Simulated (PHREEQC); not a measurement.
Dissolve 3.4 mol/kgw KOH, 0.34 mol/kgw H3BO3 and 0.00018 mol/kgw H4SiO4 at 25 °C. Closed to the air; pH follows from the charge balance.

Equilibrium calculation in PHREEQC: Pitzer model, pitzer.dat.

### Question
The ionic strength comes out as 3.40 mol/kgw. What activity coefficients do H2SiO4-2, OH-, B(OH)4-, K+ get?

### Answer
H2SiO4-2 0.018, OH- 1.7, B(OH)4- 0.74, K+ 0.70. Single-ion values are on the MacInnes scale.

No solid was allowed to form. Species that the database lacks are ignored. In brines, pH and single-ion activities rest on the MacInnes convention.
